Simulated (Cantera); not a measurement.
A perfectly stirred reactor is fed with N2O = 1 (molar parts), at 330 Torr; it is held at 1573 K, and followed from long to short residence time.

Model: GRI-Mech 3.0 (53 species, 325 reactions), integrated in Cantera. GRI-Mech 3.0 was tuned for natural gas; its chemistry of N2O as a main component is partial and can be far from experiment. The temperature is held fixed by assumption; the heat of reaction is taken as removed at once.

Problem. Predict: x(N2O) at τ = 9.40 s; x(O2) at τ = 9.40 s; x(N2) at τ = 9.40 s; x(NO) at τ = 9.40 s; x(NO2) at τ = 9.40 s; x(N2O) at τ = 37.0 ms; x(O2) at τ = 37.0 ms; x(N2) at τ = 37.0 ms; x(NO) at τ = 37.0 ms; x(NO2) at τ = 37.0 ms.

Solution. 
```json
{
  "x(N2O) at τ = 9.40 s": "0.00216",
  "x(O2) at τ = 9.40 s": "0.307",
  "x(N2) at τ = 9.40 s": "0.640",
  "x(NO) at τ = 9.40 s": "0.0505",
  "x(NO2) at τ = 9.40 s": "0.000156",
  "x(N2O) at τ = 37.0 ms": "0.256",
  "x(O2) at τ = 37.0 ms": "0.183",
  "x(N2) at τ = 37.0 ms": "0.431",
  "x(NO) at τ = 37.0 ms": "0.130",
  "x(NO2) at τ = 37.0 ms": "0.000338"
}
```
